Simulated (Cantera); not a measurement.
What does this Cantera script print?

```python
import numpy as np
import cantera as ct

gas_names = """
    H HNO HNO2 HNO3 HO2 H2 H2O H2O2 N NH NH2 NH3 NH2OH NO NO2 NO3 N2 N2H2 N2H4 N2O O OH O2 O3 Si SiH
    SiH2 SiH3 SiH4 SiN SiO SiO2 Si2 Si2N Si3
""".split()
cond_names = """
    H2O(s) H2O(L) Si(cr) Si(L) SiO2(Lqz) SiO2(hqz) SiO2(L) Si2N2O(s) Si3N4(a)
""".split()


# ... load() reads the species with a 1 bar reference pressure and builds the phases ...
atoms = {
    'Si2H6': {'Si': 2, 'H': 6},
    'H2O': {'H': 2, 'O': 1},
    'N2': {'N': 2},
}
top_T = {'Si2N2O(s)': 2100, 'Si3N4(a)': 2400}  # K; cautious upper limits of use, not melting points


# ... equilibrate(T, P, feed) seeds the gas with the atoms and calls Mixture.equilibrate('TP', solver="vcs", rtol=1e-11, max_steps=5000) ...
results = []
T = 1825  # K
P = 100  # Pa
for m in [11, 15, 19, 24, 30, 39, 49, 63, 80, 100]:
    feed = {'Si2H6': 1, 'H2O': 0.58, 'N2': m}  # mol
    mix = equilibrate(T, P, feed)
    results.append((T, P, feed, dict(zip(mix.species_names, mix.species_moles))))
    x = sorted(zip(gas.X, gas.species_names), reverse=True)
    print(f"T = {T:g} K  P = {P:g} Pa  n(N2) = {m:g} mol  gas = {mix.phase_moles(0):.4g} mol")
    print("   x: " + "  ".join(f"{s} {v:.3e}" for v, s in x if v > 0.0001))
    print("   condensed (mol): " + ("  ".join(f"{mix.phase(i).name} {mix.phase_moles(i):.4g}"
          for i in range(1, mix.n_phases) if mix.phase_moles(i) > 1e-12) or "none"))
```

Result:

```
T = 1825 K  P = 100 Pa  n(N2) = 11 mol  gas = 15.28 mol
   x: N2 7.197e-01  H2 2.309e-01  SiO 3.795e-02  H 6.691e-03  Si 4.548e-03
   condensed (mol): Si(L) 1.345
T = 1825 K  P = 100 Pa  n(N2) = 15 mol  gas = 19.31 mol
   x: N2 7.768e-01  H2 1.824e-01  SiO 3.004e-02  H 5.948e-03  Si 4.548e-03
   condensed (mol): Si(L) 1.325
T = 1825 K  P = 100 Pa  n(N2) = 19 mol  gas = 23.33 mol
   x: N2 8.143e-01  H2 1.507e-01  SiO 2.486e-02  H 5.406e-03  Si 4.548e-03
   condensed (mol): Si(L) 1.305
T = 1825 K  P = 100 Pa  n(N2) = 24 mol  gas = 28.36 mol
   x: N2 8.461e-01  H2 1.237e-01  SiO 2.045e-02  H 4.899e-03  Si 4.548e-03
   condensed (mol): Si(L) 1.281
T = 1825 K  P = 100 Pa  n(N2) = 30 mol  gas = 34.4 mol
   x: N2 8.721e-01  H2 1.018e-01  SiO 1.686e-02  Si 4.548e-03  H 4.444e-03
   condensed (mol): Si(L) 1.251
T = 1825 K  P = 100 Pa  n(N2) = 39 mol  gas = 43.45 mol
   x: N2 8.975e-01  H2 8.040e-02  SiO 1.335e-02  Si 4.548e-03  H 3.949e-03
   condensed (mol): Si(L) 1.207
T = 1825 K  P = 100 Pa  n(N2) = 49 mol  gas = 53.51 mol
   x: N2 9.157e-01  H2 6.511e-02  SiO 1.084e-02  Si 4.548e-03  H 3.554e-03
   condensed (mol): Si(L) 1.158
T = 1825 K  P = 100 Pa  n(N2) = 63 mol  gas = 67.58 mol
   x: N2 9.321e-01  H2 5.137e-02  SiO 8.582e-03  Si 4.548e-03  H 3.157e-03
   condensed (mol): Si(L) 1.089
T = 1825 K  P = 100 Pa  n(N2) = 80 mol  gas = 84.67 mol
   x: N2 9.447e-01  H2 4.085e-02  SiO 6.850e-03  Si 4.548e-03  H 2.815e-03
   condensed (mol): Si(L) 1.005
T = 1825 K  P = 100 Pa  n(N2) = 100 mol  gas = 104.8 mol
   x: N2 9.543e-01  H2 3.289e-02  SiO 5.535e-03  Si 4.548e-03  H 2.526e-03
   condensed (mol): Si(L) 0.907
```

Equilibrium computed with Cantera from the NASA thermochemical tables; the gas is ideal and each condensed phase is pure. The feed counts by its element totals alone. The tables' values for SiN are old estimates; treat these amounts as uncertain.
